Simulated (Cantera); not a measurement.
## Titanium nitride, carbide and oxide coatings: Ti(OiPr)4 + C3H8

Charge: 1 mol Ti(OiPr)4, a varied amount of C3H8, held at 750 Torr.

Method: chemical equilibrium by Gibbs-energy minimisation in Cantera with the NASA 1993 tables (ideal gas, pure condensed phases). Candidate condensed phases: C, C6H6, C7H8, C8H18, H2O, Ti, TiC, TiO, TiO2, Ti2O3, Ti3O5, Ti4O7; 113 gas species. The feed counts by its element totals alone. Mutual solubility and eutectic melting of coexisting phases are not modelled. TiC: taken at fixed stoichiometry. Condensed phases not in the tables: Magnéli phases beyond Ti4O7. Equilibrium is a limit: real reactors are often held back by kinetics, nucleation or transport.

Stable condensed phases:

```
T in K \ n(C3H8) in mol
         0.29 0.37 0.46 0.54 0.62  0.7 0.79 0.87 0.95    1  1.1  1.2
   1698     A    A    A    A    A    A    A    A    A    A    A    A
   1648     A    A    A    A    A    A    A    A    A    A    A    A
   1598     A    A    A    A    A    A    A    A    A    A    A    A
   1548     A    A    A    A    A    A    A    A    A    A    A    A
   1498     A    A    A    A    A    A    A    A    A    A    A    A
   1448     B    B    B    B    B    B    C    C    C    C    C    C
   1398     B    B    B    B    B    B    B    B    B    B    B    B
   1348     B    B    B    B    B    B    B    B    B    B    B    B
   1298     D    D    D    D    D    D    D    D    D    D    D    D
   1248     E    F    F    F    F    F    D    D    D    D    D    D
   1198     E    E    E    E    E    E    E    E    E    E    E    E
   1148     E    E    E    E    E    E    E    E    E    E    E    E
   1098     E    E    E    E    E    E    E    E    E    E    E    E
```

A: C + TiC; B: C + Ti3O5; C: C + TiC + Ti3O5; D: C + Ti4O7; E: C + TiO2; F: C + TiO2 + Ti4O7.
